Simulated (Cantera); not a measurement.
A closed system holds: 1 mol SiCl4, 3.6 mol HCl, 1.2 mol H2, equilibrated at 875 K and 0.100 bar.

Equilibrium computed with Cantera from the NASA thermochemical tables; the gas is ideal and each condensed phase is pure. Candidate condensed phases: Si; 19 gas species. Equilibrium is a limit: real reactors are often held back by kinetics, nucleation or transport.

Base state: HCl 0.621, H2 0.207, SiCl4 0.172, SiHCl3 0.000126 (mole fractions); condensed: gas only.

Question: What changes in the equilibrium state with this change: HCl from 3.6 to 0.7 mol?

Answer: 
```csv
species,before,after
H2,0.207,0.413
SiCl4,0.172,0.344
HCl,0.621,0.243
SiHCl3,0.000126,0.00128
SiCl3,2.41e-6,1.74e-5
```
The tables' values for SiCl3 are old estimates; treat these amounts as uncertain.
